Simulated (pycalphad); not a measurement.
Source of the numbers: pycalphad with the COST 507 light-alloy database (1999); pressure 1 atm. These are 1990s assessments: newer ones move some temperatures and phases. Amounts are mole fractions of atoms.

Q: Give the equilibrium state of Sn-4.47Si (at.%) at 1320 K.

A: LIQUID, fraction 0.998, with 4.3 Si at.%; DIAMOND_A4, fraction 0.002, with >99.99 Si at.%.

DIAMOND_A4 is diamond (Si).
